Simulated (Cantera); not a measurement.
An adiabatic, constant-volume homogeneous reactor starts with C3H8 : O2 : N2 = 1 : 12.2 : 45.9 (molar parts), at 1298 K and 1.00 atm. Integrator tolerance rtol = 1e-08.

Computed with Cantera and GRI-Mech 3.0 (53 species, 325 reactions). GRI-Mech 3.0 was tuned for natural gas; its chemistry of propane as a main component is partial and can be far from experiment.

### Question
What does this change do: 1.5 parts H2O added?

### Answer
```
quantity                                                              before                                      after
---------------------------------  -----------------------------------------  -----------------------------------------
time of steepest temperature rise                                   0.843 ms                                   0.863 ms
temperature at 2.00 s                                                 2356 K                                     2325 K
equilibrium temperature                                               2356 K                                     2325 K
x(C3H8) at 2.00 s                      <1e-12 (gas-phase equilibrium <1e-12)      <1e-12 (gas-phase equilibrium <1e-12)
x(O2) at 2.00 s                          0.112 (gas-phase equilibrium 0.112)        0.110 (gas-phase equilibrium 0.110)
x(CH4) at 2.00 s                       <1e-12 (gas-phase equilibrium <1e-12)      <1e-12 (gas-phase equilibrium <1e-12)
x(CH2CO) at 2.00 s                     <1e-12 (gas-phase equilibrium <1e-12)      <1e-12 (gas-phase equilibrium <1e-12)
x(HCO) at 2.00 s                   1.07e-10 (gas-phase equilibrium 1.07e-10)  8.62e-11 (gas-phase equilibrium 8.62e-11)
x(C2H4) at 2.00 s                      <1e-12 (gas-phase equilibrium <1e-12)      <1e-12 (gas-phase equilibrium <1e-12)
x(NO2) at 2.00 s                     1.31e-5 (gas-phase equilibrium 1.31e-5)    1.23e-5 (gas-phase equilibrium 1.23e-5)
```

### Question
What does this change do: constant pressure in place of constant volume?

### Answer
```
quantity                                                              before                                      after
---------------------------------  -----------------------------------------  -----------------------------------------
time of steepest temperature rise                                   0.843 ms                                   0.889 ms
temperature at 2.00 s                                                 2356 K                                     2160 K
equilibrium temperature                                               2356 K                                     2160 K
x(C3H8) at 2.00 s                      <1e-12 (gas-phase equilibrium <1e-12)      <1e-12 (gas-phase equilibrium <1e-12)
x(O2) at 2.00 s                          0.112 (gas-phase equilibrium 0.112)        0.115 (gas-phase equilibrium 0.115)
x(CH4) at 2.00 s                       <1e-12 (gas-phase equilibrium <1e-12)      <1e-12 (gas-phase equilibrium <1e-12)
x(CH2CO) at 2.00 s                     <1e-12 (gas-phase equilibrium <1e-12)      <1e-12 (gas-phase equilibrium <1e-12)
x(HCO) at 2.00 s                   1.07e-10 (gas-phase equilibrium 1.07e-10)  9.85e-12 (gas-phase equilibrium 9.84e-12)
x(C2H4) at 2.00 s                      <1e-12 (gas-phase equilibrium <1e-12)      <1e-12 (gas-phase equilibrium <1e-12)
x(NO2) at 2.00 s                     1.31e-5 (gas-phase equilibrium 1.31e-5)    8.36e-6 (gas-phase equilibrium 8.38e-6)
```
